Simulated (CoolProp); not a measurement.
Model: reference Helmholtz-energy equation of state, de Vries 1995, in CoolProp.

Question: For R124, give the phase and the density (kg/m³) at 196.85 °C and 132 bar; 196.85 °C and 362 bar.

Answer: 
- 196.85 °C and 132 bar: supercritical; density 776
- 196.85 °C and 362 bar: supercritical; density 1100
